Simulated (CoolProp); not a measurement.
Vapour pressure (MPa) of carbon monoxide: the reference equation beside estimates from Tc = -140.3 °C, pc = 3.498 MPa, ω = 0.050.

Values from CoolProp's reference Helmholtz-energy equation of state, Lemmon 2006. It is a short technical equation, of lower accuracy than the large ones.

```
T (°C)   reference  Lee-Kesler  van der Waals  Redlich-Kwong  Soave-Redlich-Kwong  Peng-Robinson
-------  ---------  ----------  -------------  -------------  -------------------  -------------
-167.95     0.7846      0.7847          1.279         0.7993               0.7909         0.7859
-165.45     0.9237      0.9233          1.425         0.9443               0.9322         0.9256
-162.95      1.080       1.079          1.582          1.106                1.091          1.082
-160.55      1.246       1.245          1.742          1.279                1.260          1.250
-158.05      1.439       1.436          1.919          1.477                1.456          1.444
-155.55      1.652       1.648          2.107          1.695                    ?          1.659
-153.05      1.886       1.883          2.306          1.934                1.909          1.896
-150.55      2.144           ?          2.516          2.193                2.169          2.156
-148.15      2.416       2.413          2.728          2.463                2.441          2.429
-145.65      2.725       2.724              ?          2.767                2.749          2.739
-143.15      3.065       3.066          3.205          3.094                3.083          3.076
```

Task: Complete the blanks.

Result: 
- -155.55, Soave-Redlich-Kwong: 1.671
- -150.55, Lee-Kesler: 2.141
- -145.65, van der Waals: 2.961

Absolute difference from the reference over all 11 rows, mean and median: Lee-Kesler 0.1 and 0.1 %, van der Waals 30.0 and 27.5 %, Redlich-Kwong 2.2 and 2.3 %, Soave-Redlich-Kwong 1.0 and 1.0 %, Peng-Robinson 0.4 and 0.4 %.
